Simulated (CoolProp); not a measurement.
Vapour-liquid equilibrium of n-heptane (1) + p-xylene (2) at 5.65 kPa; x and y are mole fractions of (1).

The numbers come from the multi-fluid Helmholtz-energy mixture model, Span 2003 and Zhou 2012; pair parameters Bell 2016 in CoolProp.

```csv
x,"bubble temperature, mixture model (°C)","bubble temperature, Raoult's law (°C)","y, mixture model","y, Raoult's law"
0.05,51.0,52.4,___,0.184
0.2,41.8,44.5,0.581,0.530
0.35,___,38.6,0.737,0.716
0.5,32.2,33.9,___,0.829
0.65,___,30.2,0.892,0.902
0.8,26.6,27.0,___,0.953
0.95,24.2,24.3,0.986,0.990
```

Q: Complete the blanks.

A: 
- 0.05, y, mixture model: 0.233
- 0.35, bubble temperature, mixture model (°C): 36.2
- 0.5, y, mixture model: 0.828
- 0.65, bubble temperature, mixture model (°C): 29.2
- 0.8, y, mixture model: 0.943

The largest gap from Raoult's law is -2.7 K in bubble temperature, at x = 0.2. No azeotrope shows between x = 0.05 and 0.95.

Pair parameters are fitted to limited data, so mixtures are less certain than the pure fluids.
